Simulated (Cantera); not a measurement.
Input: 1 mol S, 0.049 mol H2O, 0.18 mol H2, held at 750 K and 10.0 Torr.

Cantera equilibrium calculation (NASA polynomials, part measured and part estimated; ideal gas, pure solids and liquids). Candidate condensed phases: H2O, H2SO4, S; 19 gas species. Gases not in the tables: S3 to S7. Equilibrium is a limit: real reactors are often held back by kinetics, nucleation or transport.

Base state: S2 0.628, H2S 0.293, H2O 0.0698, S8 0.00426, SO2 0.00353, S2O 0.000972, H2 0.000657 (mole fractions); condensed: gas only.

Task: What changes in the equilibrium state with this change: S replaced by NH3?

Result: 
| species | before | after |
|---|---|---|
| H2 | 0.000657 | 0.754 |
| N2 | 0 | 0.224 |
| H2O | 0.0698 | 0.0220 |
| S2 | 0.628 | 0 |
| H2S | 0.293 | 0 |
| S8 | 0.00426 | 0 |
| SO2 | 0.00353 | 0 |
| S2O | 0.000972 | 0 |
| NH3 | 0 | 2.11e-5 |
